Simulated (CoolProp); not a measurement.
Computed with CoolProp (reference Helmholtz-energy equation of state, Lemmon 2006). It is a short technical equation, of lower accuracy than the large ones.

### Question
Give the vapour pressure (MPa), liquid density (kg/m³), enthalpy of vaporisation (kJ/kg), liquid cp (kJ/(kg K)) of saturated isohexane at 303.1, 316.8 K.

### Answer
| T (K) | p (MPa) | liquid density (kg/m³) | enthalpy of vaporisation (kJ/kg) | liquid cp (kJ/(kg K)) |
|---|---|---|---|---|
| 303.1 | 0.0345 | 644 | 344 | 2.26 |
| 316.8 | 0.0579 | 631 | 335 | 2.33 |
